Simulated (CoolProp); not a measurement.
Octamethylcyclotetrasiloxane (D4) at several states: fugacity coefficient from the reference equation and from simpler models built on Tc = 586.5 K, pc = 1.347 MPa, ω = 0.598; each cubic takes its own stable root.

Values from CoolProp's reference Helmholtz-energy equation of state, Thol 2015.

```tsv
T (K)	p (MPa)	phase	reference	Redlich-Kwong	Soave-Redlich-Kwong
474.7	0.778	liquid	0.2278	(withheld)	0.2328
439.6	2.12	liquid	0.04354	(withheld)	0.04477
304.3	0.745	liquid	(withheld)	0.007446	(withheld)
337.2	0.0232	liquid	(withheld)	(withheld)	(withheld)
```

### Question
Complete the blanks.

### Answer

- 474.7, Redlich-Kwong: 0.4079
- 439.6, Redlich-Kwong: 0.1082
- 304.3, reference: 0.0003089
- 304.3, Soave-Redlich-Kwong: 0.0003517
- 337.2, reference: 0.06906
- 337.2, Redlich-Kwong: 0.7343
- 337.2, Soave-Redlich-Kwong: 0.07237
